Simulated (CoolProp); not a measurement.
Vapour-liquid equilibrium of CHF3 (R23) (1) + C2F6 (R116) (2) at 241.5 K; x and y are mole fractions of (1).

Values from CoolProp's multi-fluid Helmholtz-energy mixture model, Penoncello 2003 and Lemmon 2006; pair parameters Bell 2016.

| x | bubble pressure (MPa) | y at the bubble point | dew pressure at overall composition x (MPa) | liquid density (mol/L) |
|---|---|---|---|---|
| 0.05 | 0.8088 | 0.128 | 0.7542 | 10.09 |
| 0.125 | 0.9103 | 0.258 | 0.8063 | 10.34 |
| 0.2 | 0.9850 | 0.347 | 0.8632 | 10.63 |
| 0.275 | 1.040 | 0.414 | 0.9243 | 10.96 |
| 0.35 | 1.079 | 0.467 | 0.9875 | 11.33 |
| 0.425 | 1.107 | 0.513 | 1.049 | 11.75 |
| 0.5 | 1.125 | 0.555 | 1.100 | 12.23 |
| 0.575 | 1.135 | 0.596 | 1.131 | 12.79 |
| 0.65 | 1.136 | 0.638 | 1.135 | 13.41 |
| 0.725 | 1.128 | 0.685 | 1.114 | 14.12 |
| 0.8 | 1.107 | 0.740 | 1.077 | 14.92 |
| 0.875 | 1.071 | 0.811 | 1.032 | 15.82 |
| 0.95 | 1.011 | 0.909 | 0.9842 | 16.82 |

y crosses x between x = 0.575 and 0.65: the model has an azeotrope there.

The pair parameters rest on a limited set of measurements; away from them the model extrapolates.
